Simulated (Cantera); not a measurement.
**Equilibrium for aluminium and copper etching: Cu + HF + N2**

A closed system holds: 1 mol Cu, 10 mol HF, 2.7 mol N2, equilibrated at 1123.15 K and 1.00 Torr.

Method: chemical equilibrium by Gibbs-energy minimisation in Cantera with the NASA 1993 tables (ideal gas, pure condensed phases). Candidate condensed phases: Cu, CuF2; 25 gas species. Equilibrium is a limit: real reactors are often held back by kinetics, nucleation or transport.

```json
{
  "x(HF)": "0.787",
  "x(N2)": "0.213",
  "x(CuF)": "6.02e-5",
  "x(H2)": "3.01e-5",
  "n(Cu(s))": "0.999 mol",
  "gas_amount": "12.70 mol",
  "log10 activity of CuF2(l) (absent)": "-7.17"
}
```
